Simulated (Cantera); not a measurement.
Cantera run, input and output.

```python
import numpy as np
import cantera as ct

gas = ct.Solution("gri30.yaml", transport_model="mixture-averaged")
show = ['CH3', 'NH3', 'CH4']

rows = []
print(f"{'T/K':>7s}{'rho':>11s}{'cp':>10s}{'mu':>11s}{'lambda':>11s}{'Pr':>7s}" + "".join(f"{'D_' + s:>11s}" for s in show))
for T in [400, 600, 800, 1000, 1200, 1400, 1600, 1800]:
    gas.TPX = T, 81, {'O2': 0.28}
    Pr = gas.cp_mass * gas.viscosity / gas.thermal_conductivity
    D = [gas.mix_diff_coeffs_mole[gas.species_index(s)] for s in show]
    rows.append([gas.density, gas.cp_mass, gas.viscosity, gas.thermal_conductivity, Pr, *D])
    print(f"{T:7g}{gas.density:11.4e}{gas.cp_mass:10.1f}{gas.viscosity:11.4e}"
          f"{gas.thermal_conductivity:11.4e}{Pr:7.3f}" + "".join(f"{d:11.4e}" for d in D))
print("SI units: kg/m3, J/kg/K, Pa s, W/m/K, m2/s")
```

It prints:

```
    T/K        rho        cp         mu     lambda     Pr      D_CH3      D_NH3      D_CH4
    400 7.7932e-04     941.4 2.5629e-05 3.3852e-02  0.713 4.7351e-02 4.8204e-02 4.7136e-02
    600 5.1954e-04    1002.6 3.4077e-05 4.8204e-02  0.709 9.5549e-02 1.0163e-01 9.5072e-02
    800 3.8966e-04    1054.7 4.1353e-05 6.1440e-02  0.710 1.5571e-01 1.6940e-01 1.5490e-01
   1000 3.1173e-04    1090.2 4.7912e-05 7.3608e-02  0.710 2.2659e-01 2.4972e-01 2.2539e-01
   1200 2.5977e-04    1114.2 5.3973e-05 8.4942e-02  0.708 3.0734e-01 3.4143e-01 3.0569e-01
   1400 2.2266e-04    1134.2 5.9661e-05 9.5657e-02  0.707 3.9735e-01 4.4369e-01 3.9520e-01
   1600 1.9483e-04    1151.4 6.5055e-05 1.0592e-01  0.707 4.9613e-01 5.5590e-01 4.9344e-01
   1800 1.7318e-04    1166.8 7.0208e-05 1.1586e-01  0.707 6.0329e-01 6.7758e-01 6.0001e-01
SI units: kg/m3, J/kg/K, Pa s, W/m/K, m2/s
```

Model: GRI-Mech 3.0 (53 species, 325 reactions), integrated in Cantera.
